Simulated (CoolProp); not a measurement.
A Linde-Hampson liquefier for nitrogen: isothermal reversible compression at 230 K from 1 atm to 20 MPa, throttling to 1 atm, return gas leaving the recuperator 2 K below the feed. Each further row changes one setting.

The numbers come from the reference Helmholtz-energy equation of state, Span 2000 in CoolProp.

```csv
case,liquid yield per pass,compression work (kJ/kg of gas)
as stated,[?],351
high pressure 40 MPa,[?],403
warm-end temperature 260 K,[?],[?]
warm-end gap 7 K,[?],351
```

### Question
What belongs in the gaps?

### Answer

- as stated, liquid yield per pass: 0.156
- high pressure 40 MPa, liquid yield per pass: 0.185
- warm-end temperature 260 K, liquid yield per pass: 0.109
- warm-end temperature 260 K, compression work (kJ/kg of gas): 404
- warm-end gap 7 K, liquid yield per pass: 0.144
